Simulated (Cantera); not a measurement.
## Stirred combustor or abatement burner

A perfectly stirred reactor is fed with C₃H₈ : O₂ : N₂ : H₂ = 1 : 3.12 : 11.8 : 0.098 (molar parts), at 4950 Torr; it is adiabatic with a 375 K inlet, and is followed from long to short residence time, starting on the burning branch (τ in s: 0.17, 0.088, 0.044, 0.022, 0.011, 0.0056, 0.0028, 0.0014, 0.00071, 0.00036, 0.00018, 9e-05, 4.5e-05).

Detailed kinetics in Cantera: GRI-Mech 3.0 (53 species, 325 reactions). GRI-Mech 3.0 was tuned for natural gas; its chemistry of propane as a main component is partial and can be far from experiment.

```
τ (s)    T (K)    x C₃H₈      x O₂   x H₂O     x CH₃    x HCO    x C₂H₆
-------  -----  --------  --------  ------  --------  -------  --------
0.17      1950   2.79e-7   6.97e-5   0.133   4.95e-5  4.89e-8   3.03e-7
0.088     1954   5.20e-7  0.000127   0.135   7.54e-5  5.32e-8   6.58e-7
0.044     1958   9.97e-7  0.000233   0.137  0.000113  6.09e-8   1.37e-6
0.022     1961   1.91e-6  0.000420   0.139  0.000163  7.47e-8   2.66e-6
0.011     1962   3.64e-6  0.000738   0.142  0.000228  1.00e-7   4.94e-6
0.0056    1960   6.87e-6   0.00124   0.144  0.000309  1.45e-7   8.73e-6
0.0028    1954   1.33e-5   0.00207   0.145  0.000414  2.30e-7   1.54e-5
0.0014    1941   2.60e-5   0.00340   0.146  0.000544  3.90e-7   2.71e-5
0.00071   1917   5.21e-5   0.00556   0.146  0.000697  6.87e-7   4.84e-5
0.00036   1874  0.000115   0.00949   0.145  0.000869  1.28e-6   9.50e-5
0.00018   1762  0.000390    0.0201   0.137  0.000991  2.85e-6  0.000276
9.0e-5     375    0.0624     0.195  <1e-12    <1e-12   <1e-12    <1e-12
4.5e-5     375    0.0624     0.195  <1e-12    <1e-12   <1e-12    <1e-12
```
x: mole fraction; the columns are a selection and need not sum to one.
